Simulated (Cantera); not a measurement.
# Diamond growth

A diamond (100) surface in a fixed gas of H2 with x(CH4) = 0.019, x(H) = 0.00051, x(CH3) = 1.1e-05, at 1323 K; coverages are run to steady state.

Computed with Cantera and the Harris–Goodwin 1993 mechanism for the reconstructed diamond (100) surface.

```csv
P (Pa),growth (µm/h),θ c6HH,θ c6H*,θ c6*H,θ c6**
600,0.000914,0.464,0.0457,0.470,0.0206
1000,0.00225,0.464,0.0456,0.470,0.0206
1700,0.00544,0.464,0.0456,0.469,0.0205
2900,0.0124,0.464,0.0456,0.469,0.0205
4800,0.0257,0.465,0.0456,0.469,0.0205
8100,0.0520,0.465,0.0456,0.469,0.0205
14000,0.106,0.465,0.0456,0.469,0.0205
23000,0.201,0.465,0.0456,0.469,0.0205
```
θ: site fractions in the mechanism's names (c6HH fully hydrogenated, c6H* and c6*H radical sites, c6** diradical, c6HM methylated).
